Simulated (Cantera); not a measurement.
Input: 1 mol CO₂, 0.012 mol SO₂, 3.9 mol O₂, 5.4 mol H₂, equilibrated at 82500 Torr.

Method: chemical equilibrium by Gibbs-energy minimisation in Cantera with the NASA 1993 tables (ideal gas, pure condensed phases). Candidate condensed phases: C, C₆H₆, C₇H₈, C₈H₁₈, H₂O, H₂SO₄, S; 123 gas species. The ideal-gas law is rough above about 30 bar. Rates play no part.

### Question
At 2823 K, list the 6 most abundant gas species with their mole fractions, and the condensed phases.

### Answer
H₂O 0.683, O₂ 0.152, CO₂ 0.125, OH 0.0263, CO 0.00508, H₂ 0.00397. Condensed: gas only.
